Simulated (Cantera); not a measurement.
**Equilibrium for chlorosilane synthesis and conversion: SiCl4 + HCl + H2**

A closed system holds: 1 mol SiCl4, 0.78 mol HCl, 2.9 mol H2, equilibrated at 2.50 bar.

Cantera equilibrium calculation (NASA polynomials, part measured and part estimated; ideal gas, pure solids and liquids). Candidate condensed phases: Si; 19 gas species. The tables' values for SiCl3 are old estimates; treat these amounts as uncertain. Kinetics and transport are ignored.

```tsv
T (K)	log p H2	log p SiCl4	log p HCl	log p SiHCl3	log p SiCl3	log p SiCl2
723	0.19	-0.27	-0.38	-3.23	-7.23	<-11
773	0.19	-0.27	-0.38	-2.91	-6.41	-10.38
823	0.19	-0.27	-0.38	-2.63	-5.68	-9.14
873	0.19	-0.28	-0.38	-2.38	-5.05	-8.05
923	0.19	-0.28	-0.37	-2.16	-4.48	-7.09
973	0.19	-0.28	-0.37	-1.98	-3.98	-6.23
1023	0.19	-0.29	-0.36	-1.81	-3.54	-5.46
1073	0.18	-0.29	-0.36	-1.66	-3.13	-4.77
1123	0.18	-0.30	-0.35	-1.53	-2.77	-4.16
1173	0.18	-0.31	-0.34	-1.42	-2.45	-3.60
1223	0.17	-0.32	-0.33	-1.33	-2.16	-3.10
1273	0.17	-0.34	-0.31	-1.25	-1.91	-2.66
1323	0.16	-0.36	-0.29	-1.20	-1.68	-2.27
```
log p: log10 of the partial pressure in bar; nothing condenses.

From 723 K to 1323 K nothing is condensed. The main Si-bearing gas is SiCl4 throughout.
